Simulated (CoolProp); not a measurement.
Saturation properties of carbonyl sulfide.

Model: reference Helmholtz-energy equation of state, Lemmon 2006, in CoolProp. It is a short technical equation, of lower accuracy than the large ones.

| T (°C) | p (MPa) | vapour density (kg/m³) | enthalpy of vaporisation (kJ/kg) | liquid cp (kJ/(kg K)) | surface tension (mN/m) |
|---|---|---|---|---|---|
| -76.75 | 0.02444 | 0.9083 | 326.0 | 1.164 | 25.9 |
| -74.75 | 0.02761 | 1.017 | 324.8 | 1.165 | 25.5 |
| -72.75 | 0.03111 | 1.135 | 323.5 | 1.165 | 25.1 |
| -70.75 | 0.03496 | 1.265 | 322.3 | 1.166 | 24.7 |
| -68.65 | 0.03940 | 1.413 | 320.9 | 1.167 | 24.3 |
| -66.65 | 0.04404 | 1.566 | 319.7 | 1.168 | 23.9 |
| -64.65 | 0.04912 | 1.732 | 318.4 | 1.169 | 23.5 |
| -62.65 | 0.05464 | 1.911 | 317.1 | 1.171 | 23.1 |
| -60.55 | 0.06097 | 2.114 | 315.8 | 1.172 | 22.7 |
| -58.55 | 0.06753 | 2.323 | 314.5 | 1.174 | 22.3 |
| -56.55 | 0.07463 | 2.548 | 313.2 | 1.175 | 22.0 |
| -54.55 | 0.08230 | 2.789 | 311.8 | 1.177 | 21.6 |
| -52.55 | 0.09059 | 3.047 | 310.5 | 1.179 | 21.2 |
| -50.45 | 0.09998 | 3.338 | 309.1 | 1.181 | 20.8 |

It boils at -50.2 °C under 1 atm.

Surface tension comes from a separate correlation (Mulero 2012).
